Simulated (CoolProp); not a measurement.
CF4 (R14) at 293.15 K and 0.484 MPa flows at 5.6 m/s in a round tube of 6 mm bore and 0.25 µm roughness, fully developed (64/Re and Nu = 3.66 if laminar; Colebrook and Gnielinski if turbulent). Each further row changes one setting.

The numbers come from the reference Helmholtz-energy equation of state, Platzer 1990 in CoolProp. This equation is an older, rougher fit.

```csv
case,Reynolds number,Darcy friction factor,pressure drop (Pa/m),heat-transfer coefficient (W/(m² K)),mass flow (kg/h)
as stated,34800,0.0228,1060,217,10.2
velocity 11.2 m/s,69600,?,?,376,20.3
diameter 12 mm,69600,0.0195,?,187,40.6
```

Question: Complete the blanks.

Answer: 
- velocity 11.2 m/s, Darcy friction factor: 0.0196
- velocity 11.2 m/s, pressure drop (Pa/m): 3650
- diameter 12 mm, pressure drop (Pa/m): 454

Viscosity comes from a separate model (Huber 2003), an estimate that may be off by 10 % or more. Thermal conductivity comes from a separate model (Huber 2003), an estimate that may be off by 10 % or more.
